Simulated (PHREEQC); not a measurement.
Dissolve 0.0048 mol Pb(NO3)2 per kg of water at 25 °C. Closed to the air; pH follows from the charge balance.

All values are PHREEQC results (ion-association model, phreeqc.dat), not measurements.

No solid was allowed to form.

### Question
Predict the pH.

### Answer
pH 5.10.

### Question
In which forms is Pb present?

### Answer
Pb+2 92 %, PbNO3+ 7.8 % of the Pb.
